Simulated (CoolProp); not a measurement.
Vapour-liquid equilibrium of nitrogen (1) + carbon monoxide (2) at 0.0777 MPa; x and y are mole fractions of (1).

The numbers come from the multi-fluid Helmholtz-energy mixture model, Span 2000 and Lemmon 2006; pair parameters Gernert 2013 in CoolProp.

Task: Give the bubble temperature and the first vapour's composition at x = 0.05, 0.35, 0.8. Is there an azeotrope?

Result: x = 0.05: -194.1 °C, y = 0.084; x = 0.35: -195.7 °C, y = 0.482; x = 0.8: -197.4 °C, y = 0.861. No azeotrope shows between x = 0.05 and 0.95.

The pair parameters rest on a limited set of measurements; away from them the model extrapolates.
